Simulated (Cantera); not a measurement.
Gas-phase reforming

An isothermal, constant-pressure homogeneous reactor starts with CH₄ : CO₂ = 1 : 1.2 (molar parts), at 1600 K and 760 Torr.

Computed with Cantera and GRI-Mech 3.0 (53 species, 325 reactions).

```
t (s)       x CH₄   x CO₂   x CH₂CO     x OH      x O₂
--------  -------  ------  --------  -------  --------
0.000400    0.453   0.545  1.21e-10  3.88e-9    <1e-12
0.000947    0.449   0.545   1.49e-9  7.61e-9    <1e-12
0.00224     0.438   0.542   2.15e-8  1.98e-8    <1e-12
0.00532     0.408   0.530   3.04e-7  4.99e-8    <1e-12
0.0126      0.352   0.501   2.53e-6  1.05e-7  1.33e-12
0.0298      0.272   0.442   1.01e-5  2.12e-7  4.09e-12
0.0706      0.174   0.335   2.91e-5  4.42e-7  8.49e-12
0.167      0.0828   0.194   6.27e-5  8.48e-7  1.20e-11
0.396      0.0372   0.116   6.64e-5  1.03e-6  1.04e-11
0.939      0.0275  0.0864   3.83e-5  7.89e-7  5.97e-12
2.22       0.0226  0.0610   1.72e-5  5.29e-7  3.09e-12
5.27       0.0170  0.0402   6.40e-6  3.38e-7  1.57e-12
12.5       0.0115  0.0261   2.08e-6  2.16e-7    <1e-12
29.6      0.00643  0.0180   6.16e-7  1.49e-7    <1e-12
70.0      0.00256  0.0145   1.57e-7  1.20e-7    <1e-12
```
x: mole fraction; the columns are a selection and need not sum to one.

Equilibrium at this temperature and pressure: CH₄ 1.83e-6, CO₂ 0.0132, CH₂CO 8.45e-11, OH 1.10e-7, O₂ <1e-12 (gas phase only).
